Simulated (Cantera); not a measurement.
An adiabatic, constant-volume homogeneous reactor starts with CO : H2 : O2 : N2 = 1 : 0.18 : 0.295 : 1.11 (molar parts), equivalence ratio 2.0, at 1225 K and 33000 Pa. Integrator tolerance rtol = 1e-08.

Model: GRI-Mech 3.0 (53 species, 325 reactions), integrated in Cantera.

Problem. What does this change do: pressure from 33000 Pa to 1000000 Pa?

Solution. 
```csv
quantity,before,after
time of steepest temperature rise,0.200 ms,17.8 µs
temperature at 2.00 s,2793 K,3062 K
equilibrium temperature,2793 K,3062 K
x(CO) at 2.00 s,0.270 (gas-phase equilibrium 0.270),0.258 (gas-phase equilibrium 0.258)
x(H2) at 2.00 s,0.0131 (gas-phase equilibrium 0.0131),0.0118 (gas-phase equilibrium 0.0118)
x(O2) at 2.00 s,0.0102 (gas-phase equilibrium 0.0102),0.00347 (gas-phase equilibrium 0.00347)
x(NO) at 2.00 s,0.00619 (gas-phase equilibrium 0.00619),0.00515 (gas-phase equilibrium 0.00515)
x(CO2) at 2.00 s,0.153 (gas-phase equilibrium 0.153),0.173 (gas-phase equilibrium 0.173)
x(N2O) at 2.00 s,2.21e-7 (gas-phase equilibrium 2.21e-7),1.08e-6 (gas-phase equilibrium 1.08e-6)
```
The hydrogen kinetics of GRI-Mech 3.0 are dated; newer H2 mechanisms differ, most at raised pressure. Above 3000 K some thermodynamic fits are extrapolated.

Problem. What does this change do: CO 1 to 2.8 parts?

Solution. 
```json
[
 {"quantity": "time of steepest temperature rise", "before": "0.200 ms", "after": "0.315 ms"},
 {"quantity": "temperature at 2.00 s", "before": "2793 K", "after": "2463 K"},
 {"quantity": "equilibrium temperature", "before": "2793 K", "after": "2463 K"},
 {"quantity": "x(CO) at 2.00 s", "before": "0.270 (gas-phase equilibrium 0.270)", "after": "0.564 (gas-phase equilibrium 0.564)"},
 {"quantity": "x(H2) at 2.00 s", "before": "0.0131 (gas-phase equilibrium 0.0131)", "after": "0.0182 (gas-phase equilibrium 0.0182)"},
 {"quantity": "x(O2) at 2.00 s", "before": "0.0102 (gas-phase equilibrium 0.0102)", "after": "6.61e-5 (gas-phase equilibrium 6.61e-5)"},
 {"quantity": "x(NO) at 2.00 s", "before": "0.00619 (gas-phase equilibrium 0.00619)", "after": "0.000225 (gas-phase equilibrium 0.000225)"},
 {"quantity": "x(CO2) at 2.00 s", "before": "0.153 (gas-phase equilibrium 0.153)", "after": "0.119 (gas-phase equilibrium 0.119)"},
 {"quantity": "x(N2O) at 2.00 s", "before": "2.21e-7 (gas-phase equilibrium 2.21e-7)", "after": "5.75e-9 (gas-phase equilibrium 5.75e-9)"}
]
```
